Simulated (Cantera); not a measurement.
A closed system holds: 1 mol CH3Cl, 0.38 mol F2, 15 mol H2, equilibrated at 2452 °C and 7.50 Torr.

Equilibrium computed with Cantera from the NASA thermochemical tables; the gas is ideal and each condensed phase is pure. Candidate condensed phases: C, C6H6, C7H8, C8H18; 118 gas species. Equilibrium is a limit: real reactors are often held back by kinetics, nucleation or transport.

Base state: H2 0.476, H 0.430, HF 0.0337, HCl 0.0273, Cl 0.0172, C2H2 (acetylene) 0.0123, C2H 0.00123, C3 0.00122 (mole fractions); condensed: C(graphite).

Q: What changes in the equilibrium state with this change: pressure from 7.50 Torr to 0.683 Torr?

A: 
```
species             before    after
----------------  --------  -------
H                    0.430    0.783
H2                   0.476    0.143
Cl                  0.0172   0.0266
HCl                 0.0273  0.00701
C2H2 (acetylene)    0.0123  0.00241
HF                  0.0337   0.0250
C                 0.000284  0.00252
C4H2              0.000131  1.69e-5
C(graphite), mol     0.284        0
```

Q: What changes in the equilibrium state with this change: pressure from 7.50 Torr to 100 Torr?

A: 
| species | before | after |
|---|---|---|
| H2 | 0.476 | 0.740 |
| H | 0.430 | 0.147 |
| HCl | 0.0273 | 0.0467 |
| Cl | 0.0172 | 0.00643 |
| C2H2 (acetylene) | 0.0123 | 0.0191 |
| HF | 0.0337 | 0.0403 |
| C2 | 0.000118 | 8.82e-6 |
| C3 | 0.00122 | 9.17e-5 |
| C | 0.000284 | 2.13e-5 |
| CH3 | 3.76e-6 | 2.66e-5 |
| C(graphite), mol | 0.284 | 0.241 |
